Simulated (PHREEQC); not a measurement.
A solution holds 0.003 mol HNO3 and 0.21 mol CuCl2 per kg of water, at 25 °C. Closed to the air; pH follows from the charge balance.

The numbers come from PHREEQC with the ion-association model, phreeqc.dat.

| Property | Value |
|---|---|
| pH | 2.64 |
| ionic strength | 0.542 mol/kgw |
| activity of water | 0.990 |
| density | 1.022 g/cm³ |
| total alkalinity | -3.00 meq/kg |

```csv
species,molality,activity,log γ
Cl-,0.373,0.241,-0.191
Cu+2,0.166,0.0405,-0.613
CuCl+,0.0407,0.0262,-0.191
H+,0.00300,0.00229,-0.118
NO3-,0.00300,0.00182,-0.218
CuCl2,0.00299,0.00339,0.054
CuCl3-,4.49e-6,2.89e-6,-0.191
CuOH+,2.73e-7,1.76e-7,-0.191
Cu2(OH)2+2,4.61e-8,1.35e-8,-0.533
CuCl4-2,1.67e-8,3.49e-9,-0.680
```

No solid was allowed to form. Species that the database lacks are ignored.
